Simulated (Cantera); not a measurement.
A Cantera script and its output.

```python
import numpy as np
import cantera as ct

gas = ct.Solution("gri30.yaml")
gas.TPX = 425, 46000, {'CH4': 1, 'C2H6': 0.078, 'C3H8': 0.13, 'O2': 3.28, 'N2': 15.8, 'H2O': 0.074}
flame = ct.FreeFlame(gas, width=0.069)
flame.set_refine_criteria(ratio=3, slope=0.08, curve=0.16)
flame.transport_model = "mixture-averaged"
flame.solve(loglevel=0, auto=True)
z, T = flame.grid, flame.T
thick = (T[-1] - T[0]) / np.gradient(T, z).max()
show = ['CH4', 'C2H6', 'C3H8', 'HCO', 'CH2', 'C2H4']
print(f"laminar burning velocity  {flame.velocity[0] * 100:.3f} cm/s")
print(f"burnt temperature         {T[-1]:.1f} K")
print(f"thermal thickness         {thick * 1e3:.4f} mm")
print(f"grid points               {len(z)}")
z0 = z[flame.heat_release_rate.argmax()]
print(f"{'z/mm':>9s}{'T/K':>9s}{'u/(m/s)':>9s}" + "".join(f"{s:>11s}" for s in show))
rows = []
for k in (-3, -2, -1.5, -1, -0.5, -0.25, 0, 0.25, 0.5, 1, 2, 4, 8):
    zz = z0 + k * thick
    rows.append([k * thick, np.interp(zz, z, T), np.interp(zz, z, flame.velocity),
                 *(np.interp(zz, z, flame.X[gas.species_index(s)]) for s in show)])
    print(f"{rows[-1][0] * 1e3:9.3f}{rows[-1][1]:9.1f}{rows[-1][2]:9.3f}" + "".join(f"{x:11.3e}" for x in rows[-1][3:]))
```

Output:

```
laminar burning velocity  50.475 cm/s
burnt temperature         1986.7 K
thermal thickness         0.9963 mm
grid points               144
     z/mm      T/K  u/(m/s)        CH4       C2H6       C3H8        HCO        CH2       C2H4
   -2.989    425.1    0.505  4.908e-02  3.829e-03  6.381e-03  1.118e-19  9.691e-21  6.267e-08
   -1.993    426.9    0.508  4.894e-02  3.824e-03  6.374e-03  6.931e-16  4.176e-17  1.578e-06
   -1.494    432.4    0.515  4.865e-02  3.816e-03  6.365e-03  4.342e-14  2.469e-15  8.139e-06
   -0.996    479.7    0.574  4.673e-02  3.762e-03  6.288e-03  6.439e-11  5.517e-12  1.040e-04
   -0.498    798.7    0.968  3.500e-02  3.156e-03  4.722e-03  1.434e-07  5.709e-08  1.132e-03
   -0.249   1151.5    1.410  2.109e-02  1.833e-03  1.725e-03  5.110e-06  2.648e-06  1.992e-03
    0.000   1495.7    1.844  5.757e-03  1.515e-04  4.881e-05  3.138e-05  2.089e-05  7.518e-04
    0.249   1634.7    2.013  4.442e-04  4.459e-07  2.329e-08  8.608e-06  4.457e-06  2.601e-05
    0.498   1676.9    2.057  1.729e-05  3.497e-10  2.207e-12  4.507e-07  1.949e-07  2.952e-07
    0.996   1726.9    2.107  3.180e-08  3.438e-15  1.973e-18  1.707e-08  4.173e-10  8.417e-11
    1.993   1787.6    2.172  1.592e-12  2.429e-21  2.034e-26  8.240e-09  2.821e-14  5.248e-16
    3.985   1852.0    2.242  6.803e-18  7.959e-29  1.727e-37  3.495e-09  6.368e-18  1.337e-23
    7.970   1907.8    2.302  1.067e-18  1.177e-29  1.378e-46  1.109e-09  1.018e-18  2.424e-28
```

Cantera simulation using GRI-Mech 3.0 (53 species, 325 reactions); the numbers are that mechanism's predictions, not measurements. GRI-Mech 3.0 was tuned for natural gas; its chemistry of propane as a main component is partial and can be far from experiment. Burning velocities carry a grid error of a few per cent, more on coarse grids.
